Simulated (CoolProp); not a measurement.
Values from CoolProp's reference Helmholtz-energy equation of state, Smukala 2000.

**Question.** Give the vapour pressure (kPa), liquid density (kg/m³), vapour density (kg/m³), enthalpy of vaporisation (kJ/kg) of saturated ethylene at 207.6, 212.6, 242.8 K.

**Answer.** 
```tsv
T (K)	p (kPa)	liquid density (kg/m³)	vapour density (kg/m³)	enthalpy of vaporisation (kJ/kg)
207.6	615	509	11.3	418
212.6	739	500	13.5	407
242.8	1920	440	36.0	329
```
